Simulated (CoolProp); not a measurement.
Vapour-liquid equilibrium of R13 (1) + R11 (2) at 0.302 MPa; x and y are mole fractions of (1).

The numbers come from the multi-fluid Helmholtz-energy mixture model, Platzer 1990 and Jacobsen 1992; pair parameters Bell 2016 in CoolProp. This equation is an older, rougher fit; its heat capacities, sound speeds and derivatives of the liquid may be far off and weren't checked against measurements.

```
x     bubble temperature, mixture model (°C)  bubble temperature, Raoult's law (°C)  y, mixture model  y, Raoult's law
----  --------------------------------------  -------------------------------------  ----------------  ---------------
0.05                                    22.7                                   28.0             0.673            0.630
0.2                                    -24.0                                  -12.4             0.960            0.939
0.35                                   -38.4                                  -29.8             0.984            0.980
0.5                                    -45.4                                  -40.2             0.991            0.992
0.65                                   -49.8                                  -47.3             0.995            0.996
0.8                                    -53.4                                  -52.7             0.997            0.999
0.95                                   -56.9                                  -57.0             0.999            1.000
```

The largest gap from Raoult's law is -11.6 K in bubble temperature, at x = 0.2. No azeotrope shows between x = 0.05 and 0.95.

Pair parameters are fitted to limited data, so mixtures are less certain than the pure fluids.
